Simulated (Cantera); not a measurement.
A freely propagating, adiabatic, planar premixed flame of 54.1 % H2, 9.68 % O2, 36.3 % N2, unburnt at 550 K and 825 Torr; mixture-averaged transport, grid criteria slope 0.08 and curve 0.16, no radiation.

Computed with Cantera and the H2/O2 subset of GRI-Mech 3.0, which has no nitrogen chemistry. Burning velocities carry a grid error of a few per cent, more on coarse grids.

Problem. Predict: laminar burning velocity; thermal thickness; peak x(OH); peak x(O); peak x(H).

Solution. 
| Quantity | Result |
|---|---|
| laminar burning velocity | 692 cm/s |
| thermal thickness | 0.409 mm |
| peak x(OH) | 0.00164 |
| peak x(O) | 0.00185 |
| peak x(H) | 0.0718 |
